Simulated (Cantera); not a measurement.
## Stirred combustor or abatement burner

A perfectly stirred reactor is fed with H2 : O2 : N2 : NO = 1 : 0.312 : 1.17 : 0.0075 (molar parts), at 0.967 atm; it is adiabatic with a 400 K inlet, and is followed from long to short residence time, starting on the burning branch (τ in s: 0.33, 0.13, 0.051, 0.02, 0.0077, 0.003, 0.0012, 0.00046, 0.00018, 6.9e-05, 2.7e-05, 1.1e-05).

Computed with Cantera and GRI-Mech 3.0 (53 species, 325 reactions). The mechanism lacks 2 NO + O2 → 2 NO2 and HONO, so NO2 and the effect of NO are under-described below about 1400 K.

```tsv
τ (s)	T (K)	x H2	x O2	x NO	x H2O2	x H2O	x H
0.33	2294	0.168	2.11e-5	0.000315	5.63e-9	0.288	0.00444
0.13	2288	0.168	3.21e-5	0.000474	7.21e-9	0.288	0.00502
0.051	2276	0.167	5.58e-5	0.000717	1.08e-8	0.287	0.00626
0.020	2255	0.167	0.000104	0.00107	1.83e-8	0.285	0.00859
0.0077	2220	0.165	0.000206	0.00156	3.29e-8	0.283	0.0126
0.0030	2166	0.163	0.000410	0.00213	5.85e-8	0.279	0.0189
0.0012	2090	0.160	0.000801	0.00265	1.04e-7	0.274	0.0279
0.00046	1982	0.155	0.00158	0.00301	2.01e-7	0.268	0.0410
0.00018	1845	0.149	0.00300	0.00317	4.11e-7	0.260	0.0573
6.9e-5	1677	0.145	0.00587	0.00321	8.68e-7	0.250	0.0759
2.7e-5	1487	0.151	0.0134	0.00320	1.55e-6	0.232	0.0880
1.1e-5	400	0.402	0.125	0.00301	<1e-12	<1e-12	<1e-12
```
x: mole fraction; the columns are a selection and need not sum to one.
